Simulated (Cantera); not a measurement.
Cantera with NASA thermochemical tables; ideal gases at 1 bar, condensed phases pure. Values are per mole of reaction as written; species without (g) are pure solids or liquids, kept so even where they would boil at 1 bar.

### Question
Between 300 and 1625 K, where is each reaction favourable under standard conditions?
- 2 Si + O2(g) ⇌ 2 SiO(g)
- 0.8 V + O2(g) ⇌ 0.4 V2O5
- 2 Pb + O2(g) ⇌ 2 PbO(g)

### Answer
- 2 Si + O2(g) ⇌ 2 SiO(g): ΔG° is -255 kJ at 300 K and -474 kJ at 1625 K; it stays negative (K > 1). ΔH° is -222 kJ and ΔS° 155 J/K at 1625 K.
- 0.8 V + O2(g) ⇌ 0.4 V2O5: ΔG° is -567 kJ at 300 K and -369 kJ at 1625 K; it stays negative (K > 1). ΔH° is -577 kJ and ΔS° -128 J/K at 1625 K.
- 2 Pb + O2(g) ⇌ 2 PbO(g): ΔG° is 97 kJ at 300 K and -52 kJ at 1625 K; it changes sign between 300 and 1325 K. ΔH° is 106 kJ and ΔS° 97 J/K at 1625 K.
